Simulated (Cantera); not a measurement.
# Moist CO burnout

An isothermal, constant-pressure homogeneous reactor starts with CO : O2 : H2O : N2 = 0.004 : 0.047 : 0.0023 : 1 (molar parts), equivalence ratio 0.043, at 1450 K and 1130 Torr.

Model: GRI-Mech 3.0 (53 species, 325 reactions), integrated in Cantera.

```csv
t (s),x CO,x O2,x H2O,x OH,x NO2,x NO,x O
3.00e-6,0.00380,0.0446,0.00218,3.99e-11,<1e-12,<1e-12,9.84e-10
1.15e-5,0.00380,0.0446,0.00218,2.17e-10,<1e-12,<1e-12,3.75e-9
4.40e-5,0.00380,0.0446,0.00218,1.76e-9,<1e-12,<1e-12,1.42e-8
0.000169,0.00380,0.0446,0.00218,2.09e-8,<1e-12,<1e-12,6.28e-8
0.000646,0.00380,0.0446,0.00218,8.71e-7,<1e-12,2.56e-12,1.58e-6
0.00248,0.00204,0.0435,0.00208,0.000142,4.53e-10,9.03e-8,0.000450
0.00949,0.000159,0.0428,0.00216,5.01e-5,6.07e-9,6.00e-7,4.84e-5
0.0363,8.49e-6,0.0428,0.00218,1.53e-5,7.07e-9,7.68e-7,4.10e-6
0.139,2.56e-7,0.0428,0.00218,5.97e-6,3.50e-9,8.02e-7,6.04e-7
0.533,3.43e-8,0.0428,0.00219,4.49e-6,2.79e-9,8.07e-7,3.42e-7
2.04,3.40e-8,0.0428,0.00219,4.49e-6,2.82e-9,8.17e-7,3.41e-7
7.83,3.40e-8,0.0428,0.00219,4.49e-6,2.96e-9,8.56e-7,3.41e-7
30.0,3.40e-8,0.0428,0.00219,4.49e-6,3.48e-9,1.01e-6,3.41e-7
```
x: mole fraction; the columns are a selection and need not sum to one.

Equilibrium at this temperature and pressure: CO 3.41e-8, O2 0.0426, H2O 0.00219, OH 4.48e-6, NO2 1.63e-6, NO 0.000472, O 3.40e-7 (gas phase only).
